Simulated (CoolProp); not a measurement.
Saturated liquid density (kg/m³) of water: the reference equation beside estimates from Tc = 647.1 K, pc = 22.06 MPa, ω = 0.344.

Computed with CoolProp (reference Helmholtz-energy equation of state, Wagner 2002).

| T (K) | reference | Redlich-Kwong | Soave-Redlich-Kwong |
|---|---|---|---|
| 505.5 | 823.9 | 553.2 | 589.4 |
| 511.3 | 816.0 | 546.1 | 582.2 |
| 517 | 807.9 | 538.9 | 575.0 |
| 522.8 | 799.4 | 531.4 | 567.4 |
| 528.6 | 790.7 | 523.7 | 559.6 |
| 534.3 | 781.8 | 516.0 | 551.6 |
| 540.1 | 772.5 | 507.9 | 543.3 |
| 545.9 | 762.8 | 499.5 | 534.6 |
| 551.6 | 753.0 | 491.1 | 525.7 |
| 557.4 | 742.6 | 482.3 | 516.4 |
| 563.2 | 731.8 | 473.1 | 506.7 |
| 568.9 | 720.7 | 463.9 | 496.8 |

Absolute difference from the reference over all 12 rows, mean and median: Redlich-Kwong 34.2 and 34.1 %, Soave-Redlich-Kwong 29.6 and 29.6 %.
